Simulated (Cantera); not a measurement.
A freely propagating, adiabatic, planar premixed flame of 5.04 % CO, 0.857 % H₂, 4.69 % CH₄, 15.8 % O₂, 66.6 % N₂, 7.06 % CO₂, equivalence ratio 0.78, unburnt at 700 K and 5.00 bar; mixture-averaged transport, grid criteria slope 0.08 and curve 0.16, no radiation.

Model: GRI-Mech 3.0 (53 species, 325 reactions), integrated in Cantera. Burning velocities carry a grid error of a few per cent, more on coarse grids.

Question: Predict: laminar burning velocity; thermal thickness; peak x(CH₃); peak x(C₂H₆).

Answer: 
```json
{
  "laminar_burning_velocity": "55.3 cm/s",
  "thermal_thickness": "0.141 mm",
  "peak x(CH₃)": "0.000545",
  "peak x(C₂H₆)": "0.000252"
}
```
